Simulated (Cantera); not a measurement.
An isothermal, constant-pressure homogeneous reactor starts with NH3 : N2 = 1 : 19 (molar parts), at 1448 K and 9.75 Torr. Integrator tolerance rtol = 1e-08.

Computed with Cantera and the gas-phase N/H chemistry of the illustrative SiF4/NH3 mechanism in the Surface Chemkin manual (1991). Walls and surfaces, which speed up NH3 decomposition in real reactors, are not modelled.

**Question.** What does this change do: temperature 1448 to 2223 K?

**Answer.** 
| quantity | before | after |
|---|---|---|
| x(NH3) at 1.00 s | 0.0500 (gas-phase equilibrium 1.71e-8) | 0.000492 (gas-phase equilibrium 2.90e-9) |
| x(N2H2) at 1.00 s | 2.21e-9 (gas-phase equilibrium <1e-12) | 4.78e-9 (gas-phase equilibrium <1e-12) |
| x(H) at 1.00 s | 9.24e-10 (gas-phase equilibrium 2.17e-5) | 0.000903 (gas-phase equilibrium 0.0143) |
| x(N) at 1.00 s | 1.91e-12 (gas-phase equilibrium <1e-12) | 4.21e-6 (gas-phase equilibrium 1.37e-7) |
| x(H2) at 1.00 s | 2.26e-6 (gas-phase equilibrium 0.0714) | 0.0702 (gas-phase equilibrium 0.0638) |
| x(N2) at 1.00 s | 0.950 (gas-phase equilibrium 0.929) | 0.928 (gas-phase equilibrium 0.922) |
| x(NH2) at 1.00 s | 3.20e-6 (gas-phase equilibrium 1.10e-11) | 1.96e-5 (gas-phase equilibrium 2.02e-9) |
